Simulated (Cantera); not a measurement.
A closed system holds: 1 mol SiH4, 2.5 mol NH3, held at 0.188 Torr.

Method: chemical equilibrium by Gibbs-energy minimisation in Cantera with the NASA 1993 tables (ideal gas, pure condensed phases). Candidate condensed phases: Si, Si3N4; 18 gas species. The numbers say what is thermodynamically allowed, not how fast it happens.

x: gas mole fraction; n: condensed amount in mol.

| T (°C) | x H2 | x N2 | x H | x Si | n Si3N4(s) | n Si(s) |
|---|---|---|---|---|---|---|
| 827 | 0.908 | 0.0921 | 1.56e-6 | <1e-12 | 0.333 | 0 |
| 877 | 0.908 | 0.0921 | ? | ? | 0.333 | 0 |
| 927 | 0.908 | 0.0921 | 1.19e-5 | 6.40e-11 | 0.333 | 0 |
| 977 | 0.908 | 0.0921 | ? | ? | 0.333 | 0 |
| 1027 | 0.908 | 0.0921 | 6.67e-5 | 1.34e-8 | 0.333 | 0 |
| 1077 | 0.908 | 0.0921 | 0.000144 | 1.44e-7 | 0.333 | 0 |
| 1127 | 0.908 | 0.0921 | 0.000293 | 1.30e-6 | 0.333 | 0 |
| 1177 | 0.907 | 0.0921 | 0.000570 | 1.01e-5 | 0.333 | 0 |
| 1227 | 0.820 | 0.178 | 0.00101 | 4.21e-5 | 0 | 1.000 |
| 1277 | 0.820 | 0.178 | 0.00180 | 0.000133 | 0 | 0.999 |

Task: What belongs in the gaps?

Result: 
- 977, x H: 2.91e-5
- 977, x Si: 1.03e-9
- 877, x H: 4.50e-6
- 877, x Si: 3.10e-12
